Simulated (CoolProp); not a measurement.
A simple Rankine cycle with R141b: condensing at 298.15 K, boiler at 0.392 MPa, turbine inlet 365.3 K, turbine efficiency 0.85, pump efficiency 0.8, no recuperator. Each further row changes one setting.

The numbers come from the reference Helmholtz-energy equation of state, Lemmon 2006 in CoolProp. It is a short technical equation, of lower accuracy than the large ones.

| case | thermal efficiency (%) | net work (kJ/kg) | heat in (kJ/kg) | turbine exit temperature (K) | volume ratio over the turbine |
|---|---|---|---|---|---|
| as stated | 11.3 | 31.0 | 275 | 320.5 | 4.65 |
| turbine inlet 385.3 K | 11.3 | 33.1 | 293 | ___ | ___ |
| condensing temperature 290.15 K | ___ | ___ | 284 | 312.8 | ___ |
| boiler pressure 0.274 MPa | 9.0 | 24.9 | 278 | 331.1 | 3.27 |
| turbine efficiency 0.75 | 9.9 | ___ | 275 | 325.0 | 4.72 |

Q: Fill in the missing entries.

A: 
- turbine inlet 385.3 K, turbine exit temperature (K): 340.3
- turbine inlet 385.3 K, volume ratio over the turbine: 4.63
- condensing temperature 290.15 K, thermal efficiency (%): 12.9
- condensing temperature 290.15 K, net work (kJ/kg): 36.5
- condensing temperature 290.15 K, volume ratio over the turbine: 6.19
- turbine efficiency 0.75, net work (kJ/kg): 27.3
